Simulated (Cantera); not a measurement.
## Equilibrium for carbon deposition, reforming and gasification: C2H4 + CO2

Feed: 1 mol C2H4, 0.89 mol CO2, at 1 atm.

Equilibrium computed with Cantera from the NASA thermochemical tables; the gas is ideal and each condensed phase is pure. Candidate condensed phases: C, C6H6, C7H8, C8H18, H2O; 110 gas species. Equilibrium is a limit: real reactors are often held back by kinetics, nucleation or transport.

| T (K) | x H2O | x H2 | x CO | x CH4 | x CO2 | n C(graphite) |
|---|---|---|---|---|---|---|
| 573 | 0.574 | 0.0323 | 0.000242 | 0.217 | 0.176 | 2.13 |
| 648 | 0.508 | 0.0868 | 0.00209 | 0.208 | 0.195 | 2.09 |
| 723 | 0.426 | 0.180 | 0.0114 | 0.175 | 0.207 | 2.07 |
| 798 | 0.327 | 0.299 | 0.0438 | 0.126 | 0.205 | 2.04 |
| 873 | 0.217 | 0.408 | 0.123 | 0.0758 | 0.175 | 1.93 |
| 948 | 0.118 | 0.476 | 0.253 | 0.0394 | 0.114 | 1.68 |
| 1023 | 0.0523 | 0.503 | 0.375 | 0.0192 | 0.0508 | 1.39 |
| 1098 | 0.0209 | 0.514 | 0.437 | 0.00979 | 0.0177 | 1.21 |
| 1173 | 0.00860 | 0.520 | 0.460 | 0.00534 | 0.00597 | 1.14 |
| 1248 | 0.00381 | 0.524 | 0.467 | 0.00310 | 0.00218 | 1.12 |
| 1323 | 0.00183 | 0.526 | 0.469 | 0.00190 | 0.000882 | 1.11 |
x: gas mole fraction; n: condensed amount in mol.

From 573 K to 1323 K the condensed part is C(graphite). The main C-bearing gas is CH4 at 573 K and CO at 1323 K. The share of C in condensed phases is highest at 573 K (73.8 %) and lowest at 1323 K (38.5 %).
